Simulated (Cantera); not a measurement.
What does this Cantera script print?

```python
import numpy as np
import cantera as ct

gas = ct.Solution("gri30.yaml")


def delay(T, t_max=10):
    gas.TPX = T, 58000, {'CH4': 1, 'O2': 0.952, 'N2': 3.58}
    reactor = ct.IdealGasReactor(gas, clone=False)
    net = ct.ReactorNet([reactor])
    net.rtol, net.atol = 1e-8, 1e-16
    while net.time < t_max:
        t_old, T_old = net.time, reactor.T
        net.step()
        if reactor.T > T + 400:  # ignition: a rise of 400 K
            return t_old + (T + 400 - T_old) / (reactor.T - T_old) * (net.time - t_old)
    return np.nan


taus = []
for T in [1150, 1225, 1300, 1375, 1450, 1525, 1600, 1675]:
    taus.append(delay(T))
    print(f"T0 = {T:6g} K   tau = {taus[-1]:.4e} s")
```

Result:

```
T0 =   1150 K   tau = 2.1816e-01 s
T0 =   1225 K   tau = 7.1008e-02 s
T0 =   1300 K   tau = 2.5067e-02 s
T0 =   1375 K   tau = 9.5184e-03 s
T0 =   1450 K   tau = 3.8987e-03 s
T0 =   1525 K   tau = 1.7382e-03 s
T0 =   1600 K   tau = 8.4834e-04 s
T0 =   1675 K   tau = 4.5162e-04 s
```

Computed with Cantera and GRI-Mech 3.0 (53 species, 325 reactions).
